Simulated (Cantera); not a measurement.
Feed: 1 mol n-butane, 0.02 mol NH3, equilibrated at 950 K and 19.0 bar.

Equilibrium computed with Cantera from the NASA thermochemical tables; the gas is ideal and each condensed phase is pure. Candidate condensed phases: C, C6H6, C7H8, C8H18; 92 gas species. The numbers say what is thermodynamically allowed, not how fast it happens.

Base state: CH4 0.573, H2 0.424, N2 0.00300, NH3 0.000237, C2H6 8.59e-5 (mole fractions); condensed: C(graphite).

Task: What changes in the equilibrium state with this change: temperature from 950 K to 848 K?

Result: 
```json
[
 {"species": "CH4", "before": "0.573", "after": "0.748"},
 {"species": "H2", "before": "0.424", "after": "0.248"},
 {"species": "N2", "before": "0.00300", "after": "0.00334"},
 {"species": "NH3", "before": "0.000237", "after": "0.000256"},
 {"species": "C2H6", "before": "8.59e-5", "after": "8.33e-5"},
 {"species": "C(graphite), mol", "before": "2.16", "after": "1.84"}
]
```
